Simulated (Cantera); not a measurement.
A Cantera script and what it prints.

```python
import numpy as np
import cantera as ct

gas_names = """
    B BH BH2 BH3 BN BO BO2 B2 B2O B2O2 B2O3 B3O3H3 H HBO HBO2 HNO HNO2 HNO3 HO2 H2 H2O H2O2 H3B3O6 N NH
    NH2 NH3 NH2OH NO NO2 NO3 N2 N2H2 N2H4 N2O O OH O2 O3
""".split()
cond_names = """
    B(b) B(L) BN(s) B2O3(L) B3O3H3(cr) H2O(s) H2O(L)
""".split()


def load(file, names, dense=False):
    # The tables refer to 1 bar. Condensed volumes are neglected.
    table = {s.name: s for s in ct.Species.list_from_file(file)}
    out = []
    for n in names:
        d = dict(table[n].input_data)
        d["thermo"] = dict(d["thermo"], **{"reference-pressure": 1e5})
        if dense:
            d["equation-of-state"] = {"model": "constant-volume", "density": "1e6 g/cm^3"}
        out.append(ct.Species.from_dict(d))
    return out


gas = ct.Solution(thermo="ideal-gas", species=load("nasa_gas.yaml", gas_names))
cond = {s.name: ct.Solution(thermo="fixed-stoichiometry", species=[s], name=s.name)
        for s in load("nasa_condensed.yaml", cond_names, dense=True)}
atoms = {
    'BN': {'B': 1, 'N': 1},
    'N2': {'N': 2},
    'H2O': {'H': 2, 'O': 1},
}
top_T = {'BN(s)': 3200}  # K; cautious upper limits of use, not melting points


def equilibrate(T, P, feed):
    n = {}
    for name, mol in feed.items():
        for a, k in atoms[name].items():
            n[a] = n.get(a, 0.0) + k * mol
    gas.TPX = T, P, n
    mass = sum(n.values()) * gas.mean_molecular_weight
    gas.equilibrate("TP")
    valid = [c for c in cond.values() if c.min_temp <= T <= top_T.get(c.name, c.max_temp)]
    mix = ct.Mixture([(gas, mass / gas.mean_molecular_weight)] + [(c, 0.0) for c in valid])
    mix.T, mix.P = T, P
    mix.equilibrate("TP", solver="vcs", rtol=1e-11, max_steps=5000)
    return mix


results = []
feed = {'BN': 1, 'N2': 0.077, 'H2O': 0.021}  # mol
P = 1000  # Pa
for T in [1475, 1575, 1675, 1775, 1875, 1975, 2075, 2175, 2275, 2375, 2475, 2575, 2675]:
    mix = equilibrate(T, P, feed)
    results.append((T, P, feed, dict(zip(mix.species_names, mix.species_moles))))

top = {s: max(r[3][s] / sum(r[3][g] for g in gas_names) for r in results) for s in gas_names}
cols = sorted((s for s in top if top[s] > 0.0001), key=lambda s: -top[s])[:7]
seen = [c for c in cond_names if any(r[3].get(c, 0) > 1e-12 for r in results)]
print("log10 of partial pressures in bar; condensed amounts in mol")
print(f"{'T/K':>10s}" + "".join(f"{s[:9]:>10s}" for s in cols + seen))
for T, P, feed, n in results:
    ng = sum(n[g] for g in gas_names)
    print(f"{T:10.4g}" + "".join(f"{np.log10(max(n[s] / ng * P / 1e5, 1e-99)):10.3f}" for s in cols)
          + "".join(f"{n.get(c, 0):10.4g}" for c in seen))
```

Result:

```
log10 of partial pressures in bar; condensed amounts in mol
       T/K        N2        H2        BO         H       HBO      B2O3         B      B(L)     BN(s)   B2O3(L)
      1475    -2.099    -2.706    -7.098    -6.240    -4.996    -4.890   -15.272         0    0.9861  0.006576
      1575    -2.104    -2.720    -6.011    -5.741    -4.360    -4.031   -13.455         0    0.9861  0.005246
      1675    -2.126    -2.764    -5.079    -5.317    -3.841    -3.355   -11.849         0    0.9855         0
      1775    -2.128    -2.778    -4.485    -4.928    -3.599    -3.439   -10.434         0    0.9841         0
      1875    -2.133    -2.801    -4.000    -4.584    -3.432    -3.647    -9.171         0    0.9821         0
      1975    -2.138    -2.824    -3.628    -4.276    -3.348    -4.025    -8.036         0    0.9803         0
      2075    -2.145    -2.842    -3.357    -3.996    -3.335    -4.559    -7.011         0    0.9794         0
      2175    -2.153    -2.859    -3.163    -3.741    -3.375    -5.197    -6.081         0     0.979         0
      2275    -2.162    -2.879    -3.032    -3.511    -3.458    -5.914    -5.232         0    0.9787         0
      2375    -2.035    -3.664    -3.544    -3.683    -4.550    -8.312    -4.611    0.9768         0         0
      2475    -2.040    -3.759    -3.524    -3.527    -4.750    -8.916    -4.167    0.9738         0         0
      2575    -2.047    -3.899    -3.519    -3.410    -4.972    -9.508    -3.759    0.9667         0         0
      2675    -2.060    -4.092    -3.524    -3.333    -5.220   -10.087    -3.382    0.9499         0         0
```

These are equilibrium values from Cantera (NASA tables, ideal gas, pure condensed phases), not measurements of a reactor. Mutual solubility and eutectic melting of coexisting phases are not modelled. The tables' values for BH2 are old estimates; treat these amounts as uncertain.
